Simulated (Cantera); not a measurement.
An isothermal, constant-pressure homogeneous reactor starts with CO : O₂ : H₂O : N₂ = 0.026 : 0.0099 : 0.00014 : 1 (molar parts), at 1225 K and 4.93 atm.

Model: GRI-Mech 3.0 (53 species, 325 reactions), integrated in Cantera.

One state of this run: x CO = 0.00602; x O₂ = 3.82e-7; x H₂O = 0.000114; x CO₂ = 0.0193; x OH = 1.14e-8; x NO₂ = 2.18e-11; x H₂ = 2.24e-5. x: mole fraction; the columns are a selection and need not sum to one.

### Question
Which value of t (s) does it belong to?
(A) 0.000200
(B) 0.612
(C) 19.1
(D) 0.00623

### Answer
B, 0.612
